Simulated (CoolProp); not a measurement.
The numbers come from the reference Helmholtz-energy equation of state, Akasaka 2020 in CoolProp.

Q: For R1123, give the phase and the density (kg/m³), cv (kJ/(kg K)), fugacity coefficient at 357.6 K and 0.919 MPa.

A: 
- 357.6 K and 0.919 MPa: gas; density 26.9, cv 0.848, fugacity coefficient 0.946
